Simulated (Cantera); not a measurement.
Standard-state values (1 bar) from the NASA 1993 polynomials, evaluated with Cantera. Values are per mole of reaction as written; species without (g) are pure solids or liquids, kept so even where they would boil at 1 bar.

Task: Between 1950 and 2200 K, where is each reaction favourable under standard conditions?
- SO₂(g) + Ca(g) → CaS + O₂(g)
- 3 O(g) + CaS → SO₃(g) + Ca

Result: 
- SO₂(g) + Ca(g) → CaS + O₂(g): ΔG° is -108 kJ at 1950 K and -79 kJ at 2200 K; it stays negative (K > 1). ΔH° is -326 kJ and ΔS° -112 J/K at 2200 K.
- 3 O(g) + CaS → SO₃(g) + Ca: ΔG° is -171 kJ at 1950 K and -107 kJ at 2200 K; it stays negative (K > 1). ΔH° is -676 kJ and ΔS° -259 J/K at 2200 K.
